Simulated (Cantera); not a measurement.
## CH₂F₂ + HCl (fluorocarbon and chlorocarbon gases)

Charge: 1 mol CH₂F₂, 0.01 mol HCl, held at 1900 °C.

Equilibrium computed with Cantera from the NASA thermochemical tables; the gas is ideal and each condensed phase is pure. Candidate condensed phases: C, C₆H₆, C₇H₈, C₈H₁₈; 118 gas species. Equilibrium is a limit: real reactors are often held back by kinetics, nucleation or transport.

```
P (Pa)   x HF       x H       x F      x Cl     x HCl      x H₂  n C(graphite)
------  -----  --------  --------  --------  --------  --------  -------------
1       0.912    0.0426    0.0391   0.00464  0.000116  0.000780          0.998
4.20    0.953    0.0220    0.0189   0.00461  0.000250  0.000871          0.999
18      0.974    0.0113   0.00876   0.00439  0.000525  0.000987          1.000
75      0.984   0.00587   0.00409   0.00392   0.00102   0.00111          1.000
320     0.989   0.00290   0.00195   0.00321   0.00175   0.00115          1.000
1300    0.992   0.00137   0.00101   0.00242   0.00254   0.00105          1.000
5600    0.993  0.000593  0.000547   0.00168   0.00329  0.000845          1.000
24000   0.994  0.000246  0.000308   0.00111   0.00386  0.000623          1.000
100000  0.994  0.000102  0.000178  0.000710   0.00426  0.000447          1.000
```
x: gas mole fraction; n: condensed amount in mol.

From 1.00 Pa to 100000 Pa the condensed part is C(graphite). The main C-bearing gas is C₃ at 1.00 Pa and CF₂ at 100000 Pa.
